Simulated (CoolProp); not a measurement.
Saturated liquid density (kg/m³) of R1123: the reference equation beside estimates from Tc = 331.7 K, pc = 4.549 MPa, ω = 0.243.

Model: reference Helmholtz-energy equation of state, Akasaka 2020, in CoolProp.

```tsv
T (K)	reference	Soave-Redlich-Kwong	Peng-Robinson
255	1197	1077	…
259.7	1179	1057	1199
264.5	1160	1035	1175
269.2	1140	1013	1150
273.9	1120	990.6	…
278.6	1099	966.4	1097
283.4	1076	940.4	…
288.1	1053	913.4	1036
292.8	1028	…	1003
297.5	1001	854.0	967.4
302.2	973.1	…	928.9
307	…	784.2	886.0
311.7	907.4	744.5	839.4
316.4	868.7	699.9	786.8
321.1	822.8	…	…
```

Question: What belongs in the gaps?

Answer: 
- 255, Peng-Robinson: 1221
- 273.9, Peng-Robinson: 1124
- 283.4, Peng-Robinson: 1067
- 292.8, Soave-Redlich-Kwong: 884.7
- 302.2, Soave-Redlich-Kwong: 820.9
- 307, reference: 941.6
- 321.1, Soave-Redlich-Kwong: 648.2
- 321.1, Peng-Robinson: 725.6

Absolute difference from the reference over all 15 rows, mean and median: Soave-Redlich-Kwong 14.1 and 13.3 %, Peng-Robinson 3.6 and 2.0 %.
